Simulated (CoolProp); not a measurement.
Computed with CoolProp (reference Helmholtz-energy equation of state, Lemmon 2016).

Task: Give the vapour pressure (kPa), liquid density (kg/m³), vapour density (kg/m³), enthalpy of vaporisation (kJ/kg) of saturated R365MFC at 36.45, 61.85, 78.65 °C.

Result: 
```json
[
 {"T (°C)": "36.45", "p (kPa)": "88.4", "liquid density (kg/m³)": "1230", "vapour density (kg/m³)": "5.31", "enthalpy of vaporisation (kJ/kg)": "190"},
 {"T (°C)": "61.85", "p (kPa)": "208", "liquid density (kg/m³)": "1170", "vapour density (kg/m³)": "12.0", "enthalpy of vaporisation (kJ/kg)": "177"},
 {"T (°C)": "78.65", "p (kPa)": "339", "liquid density (kg/m³)": "1130", "vapour density (kg/m³)": "19.2", "enthalpy of vaporisation (kJ/kg)": "168"}
]
```
